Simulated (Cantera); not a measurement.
A jet of 5.32 % CH4, 10.6 % O2, 84.0 % N2 at 300 K and 69.0 Torr hits a platinum plate 4.1 cm away at a mass flux of 0.081 kg/m²/s; the plate temperature is set and raised in steps from an oxygen-covered start.

Model: Deutschmann's 1995 Pt surface mechanism with GRI-Mech 3.0 gas chemistry, integrated in Cantera. Catalytic surfaces can have several steady states; this one follows from the mechanism file's or the stated starting coverage.

x: mole fraction at the wall; θ: surface coverage.

```csv
plate T (K),wall x CH4,wall x O2,wall x H2O,wall x OH,wall x CO,wall x CO2,θ free Pt,θ O*,θ OH*
950,0.0240,0.0441,0.0544,1.09e-7,1.47e-5,0.0360,0.329,0.669,0.00181
1000,0.0164,0.0281,0.0683,2.86e-7,1.48e-5,0.0453,0.435,0.563,0.00177
1050,0.0115,0.0176,0.0773,6.49e-7,1.54e-5,0.0514,0.545,0.454,0.00160
1100,0.00834,0.0111,0.0829,1.30e-6,[?],0.0552,0.653,0.346,0.00136
1150,0.00631,0.00691,0.0864,2.28e-6,[?],0.0577,0.760,0.239,0.00108
1200,0.00367,0.00256,0.0908,3.50e-7,[?],0.0583,0.997,0.00156,9.13e-5
```

Problem. What belongs in the gaps?

Solution. 
- 1100, wall x CO: 1.73e-5
- 1150, wall x CO: 2.19e-5
- 1200, wall x CO: 0.00222
